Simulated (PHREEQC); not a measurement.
Dissolve 4.3 mmol/kgw HF, 110 mmol/kgw (NH4)2SiF6 and 35 mmol/kgw HBF4 at 25 °C. Closed to the air; pH follows from the charge balance.

Model: ion-association model, wateq4f.dat, run in PHREEQC.

This is a speciation only: nothing precipitates in the calculation.

Task: Order these F species by the share of F that they hold, largest first: BF3OH-, BF4-, SiF6-2, HF.

Result: SiF6-2 (82 %), BF4- (16 %), HF (1.2 %), BF3OH- (0.43 %)

The pH is 1.58 and the ionic strength 0.364 mol/kgw. SiF6-2 is the database's only silicon fluoride. Real BF4- forms and hydrolyses slowly; the run takes it at equilibrium.
